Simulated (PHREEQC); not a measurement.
A column of 0.5 m (30 cells, dispersivity 0.018 m, 720 s a shift, diffusion coefficient 3e-10 m²/s) holds 0.041 eq of the database's cation exchanger X per kg of pore water, first in equilibrium with 1.5 mmol/kgw MgSO4, 99 mmol/kgw NaCl and 0.01 mmol/kgw HCl. It is flushed with 8.1 mmol/kgw Na2SO4, 1.3 mmol/kgw CdCl2, 33 mmol/kgw MnCl2 and 0.01 mmol/kgw HCl, at 40 °C. Values are for the last cell. No CO2 enters from the air. Nothing may precipitate in this run.

The series has 31 steps of pore volumes, from 0 to 3.017.

Computed with PHREEQC (ion-association model, phreeqc.dat).

Q: After how many pore volumes does Mn at the outlet first reach half of its feed value?

A: By 1.5 pore volumes.

Q: After how many pore volumes does Cd at the outlet first reach half of its feed value?

A: By 1.3 pore volumes.

Constants without temperature data keep their 25 °C values here.
